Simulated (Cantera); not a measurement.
An isothermal, constant-pressure homogeneous reactor starts with NH3 : N2 = 1 : 0.25 (molar parts), at 2150 K and 750 Torr.

Model: the gas-phase N/H chemistry of the illustrative SiF4/NH3 mechanism in the Surface Chemkin manual (1991), integrated in Cantera. Walls and surfaces, which speed up NH3 decomposition in real reactors, are not modelled.

x: mole fraction; the columns are a selection and need not sum to one.

```csv
t (s),x NH3,x H2,x H,x NH2,x N2H2
3.00e-5,0.797,0.00156,3.87e-6,0.00193,6.28e-6
6.31e-5,0.792,0.00473,8.68e-6,0.00258,1.21e-5
0.000133,0.783,…,…,0.00262,1.30e-5
0.000279,0.763,0.0290,3.45e-5,0.00248,1.24e-5
0.000588,0.724,…,…,…,…
0.00124,0.651,0.122,0.000126,0.00199,9.39e-6
0.00260,0.529,0.225,0.000233,0.00165,6.82e-6
0.00548,0.357,0.368,0.000420,0.00124,3.98e-6
0.0115,0.176,0.519,0.000733,0.000757,1.65e-6
0.0242,0.0505,0.623,0.00130,0.000321,3.84e-7
0.0510,0.00553,0.660,0.00261,6.66e-5,2.71e-8
0.107,0.000612,0.663,0.00342,9.63e-6,6.98e-10
0.226,0.000186,0.664,0.00345,2.95e-6,6.75e-11
0.475,7.50e-5,0.664,0.00346,1.19e-6,1.23e-11
1.00,3.34e-5,0.664,0.00346,5.32e-7,3.68e-12
```

Complete the blanks.


- 0.000133, x H2: 0.0126
- 0.000133, x H: 1.76e-5
- 0.000588, x H2: 0.0615
- 0.000588, x H: 6.64e-5
- 0.000588, x NH2: 0.00226
- 0.000588, x N2H2: 1.12e-5
